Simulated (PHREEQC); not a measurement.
Make-up at 80 °C: 5.2 mmol/kgw MgCl2, 0.37 mmol/kgw CO2 and 5.7 mmol/kgw NaCl. Closed to the air; pH follows from the charge balance.

Computed with PHREEQC (ion-association model, phreeqc.dat).

| quantity | before | after |
|---|---|---|
| pH | 4.88 | 2.32 |
| ionic strength (mol/kgw) | 0.0213 | 0.0388 |
| CO2 (mol/kgw) | 0.000355 | 0.000370 |
| HCO3- (mol/kgw) | 1.43e-5 | 4.31e-8 |
| MgHCO3+ (mol/kgw) | 7.91e-7 | 2.07e-9 |
| MgOH+ (mol/kgw) | 5.99e-8 | 1.49e-10 |

**Question.** Which change was made?
(A) NaCl replaced by FeCl3 at the same molality
(B) diluted 2-fold with water
(C) 0.0021 mol/kgw LiBr added
(D) temperature from 80 to 30 °C
(E) 0.00097 mol/kgw Ba(NO3)2 added

**Answer.** A, NaCl replaced by FeCl3 at the same molality

This is a speciation only: nothing precipitates in the calculation. Some of these states are supersaturated (in Hematite (slow to form), Goethite (slow to form), for instance). Away from 25 °C the constants follow the database's enthalpies or fits; those with neither stay at their 25 °C values.
